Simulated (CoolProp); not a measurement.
Properties of fluoroethane (R161) along the isotherm 297 K.

Model: reference Helmholtz-energy equation of state, Wu 2012, in CoolProp.

```
p (bar)   phase  cp (kJ/(kg K))  cv (kJ/(kg K))  speed of sound (m/s)  expansivity (1/kK)  fugacity coefficient
-------  ------  --------------  --------------  --------------------  ------------------  --------------------
5           gas             ___           1.104                 230.0               4.500                0.9236
10       liquid             ___           1.454                 686.4               3.053                0.7749
15       liquid             ___           1.453                 694.7               2.991                   ___
20       liquid           2.263           1.453                 702.8                 ___                0.3981
25       liquid           2.254           1.453                 710.6               2.877                0.3228
30       liquid           2.245           1.453                 718.3               2.826                0.2727
35       liquid           2.236           1.453                 725.8               2.777                0.2369
40       liquid           2.228           1.453                   ___               2.730                0.2101
45       liquid             ___           1.452                 740.3               2.686                0.1893
50       liquid           2.213           1.452                   ___               2.644                0.1727
```

### Question
Complete the blanks.

### Answer

- 5, cp (kJ/(kg K)): 1.362
- 10, cp (kJ/(kg K)): 2.284
- 15, cp (kJ/(kg K)): 2.273
- 15, fugacity coefficient: 0.5237
- 20, expansivity (1/kK): 2.932
- 40, speed of sound (m/s): 733.1
- 45, cp (kJ/(kg K)): 2.221
- 50, speed of sound (m/s): 747.3
